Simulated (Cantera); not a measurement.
What does this Cantera script print?

```python
import numpy as np
import cantera as ct

gas = ct.Solution("gri30.yaml")
gas.TPX = 1275, 1333, {'N2O': 1, 'N2': 0.36}
reactor = ct.IdealGasConstPressureReactor(gas, energy="off", clone=False)
net = ct.ReactorNet([reactor])
net.rtol, net.atol = 1e-08, 1e-18
show = ['N2O', 'O2', 'N2', 'NO2', 'O', 'NO']
times = np.geomspace(6e-05, 30, 13)

steps = ct.SolutionArray(gas, extra=["t"])
rows = []
print(f"{'t/s':>10s}{'T/K':>9s}{'P/Pa':>11s}" + "".join(f"{s:>11s}" for s in show))
for t in times:
    while net.time < t:
        t_next = net.step()
        steps.append(gas.state, t=t_next)
    rows.append([np.interp(t, steps.t, y) for y in (steps.T, steps.P, *steps(*show).X.T)])
    print(f"{t:10.3e}{rows[-1][0]:9.1f}{rows[-1][1]:11.4g}" + "".join(f"{x:11.3e}" for x in rows[-1][2:]))
rate = np.gradient(steps.T, steps.t)
print("integrator steps:", len(steps.t))
if steps.T.max() > steps.T[0] + 200:
    print(f"time of steepest temperature rise: {steps.t[rate.argmax()]:.4e} s")
gas.TPX = 1275, 1333, {'N2O': 1, 'N2': 0.36}
gas.equilibrate("TP")
print(f"equilibrium (TP): T = {gas.T:.1f} K  " + "  ".join(f"{s} {gas[s].X[0]:.3e}" for s in show))
```

Result:

```
       t/s      T/K       P/Pa        N2O         O2         N2        NO2          O         NO
 6.000e-05   1275.0       1333  7.353e-01  3.647e-08  2.647e-01  8.527e-18  6.485e-07  1.159e-08
 1.791e-04   1275.0       1333  7.353e-01  2.972e-07  2.647e-01  5.443e-16  1.717e-06  9.445e-08
 5.345e-04   1275.0       1333  7.353e-01  2.123e-06  2.647e-01  2.764e-14  3.694e-06  6.746e-07
 1.595e-03   1275.0       1333  7.352e-01  1.129e-05  2.647e-01  7.814e-13  5.279e-06  3.589e-06
 4.762e-03   1275.0       1333  7.351e-01  4.258e-05  2.648e-01  1.107e-11  5.470e-06  1.353e-05
 1.421e-02   1275.0       1333  7.349e-01  1.364e-04  2.650e-01  1.129e-10  5.470e-06  4.336e-05
 4.243e-02   1275.0       1333  7.340e-01  4.163e-04  2.655e-01  1.022e-09  5.470e-06  1.323e-04
 1.266e-01   1275.0       1333  7.313e-01  1.249e-03  2.670e-01  8.537e-09  5.470e-06  3.969e-04
 3.780e-01   1275.0       1333  7.235e-01  3.712e-03  2.716e-01  6.146e-08  5.470e-06  1.180e-03
 1.128e+00   1275.0       1333  7.008e-01  1.087e-02  2.848e-01  3.298e-07  5.469e-06  3.453e-03
 3.367e+00   1275.0       1333  6.382e-01  3.061e-02  3.214e-01  1.266e-06  5.466e-06  9.725e-03
 1.005e+01   1275.0       1333  4.884e-01  7.789e-02  4.090e-01  4.074e-06  5.457e-06  2.473e-02
 3.000e+01   1275.0       1333  2.353e-01  1.578e-01  5.569e-01  1.061e-05  5.415e-06  5.002e-02
integrator steps: 785
equilibrium (TP): T = 1275.0 K  N2O 2.742e-09  O2 2.686e-01  N2 7.310e-01  NO2 5.754e-07  O 5.046e-07  NO 3.672e-04
```

Cantera simulation using GRI-Mech 3.0 (53 species, 325 reactions); the numbers are that mechanism's predictions, not measurements. GRI-Mech 3.0 was tuned for natural gas; its chemistry of N2O as a main component is partial and can be far from experiment. Radical loss at walls, strong at low pressure, is not modelled. The mechanism lacks the step 2 NO + O2 → 2 NO2, which can matter for NO2 below about 1400 K. The temperature is held fixed by assumption; the heat of reaction is taken as removed at once.
